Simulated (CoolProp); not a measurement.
Properties of R134a along the isobar 0.101 MPa (Tc = 101.1 °C, pc = 4.059 MPa, ω = 0.327).

Values from CoolProp's reference Helmholtz-energy equation of state, Tillner-Roth 1994.

```
T (°C)  phase  density (kg/m³)  fugacity coefficient
------  -----  ---------------  --------------------
6.35      gas            4.553                0.9745
16.75     gas            4.375                0.9777
27.15     gas            4.211                0.9804
37.55     gas            4.060                0.9827
48.05     gas            3.920                0.9847
58.45     gas            3.790                0.9864
68.85     gas            3.669                0.9878
79.25     gas            3.556                0.9891
89.65     gas            3.451                0.9902
100.15    gas            3.350                0.9911
110.55    gas            3.257                0.9920
120.95    gas            3.168                0.9927
131.35    gas            3.085                0.9934
141.75    gas            3.006                0.9940
```
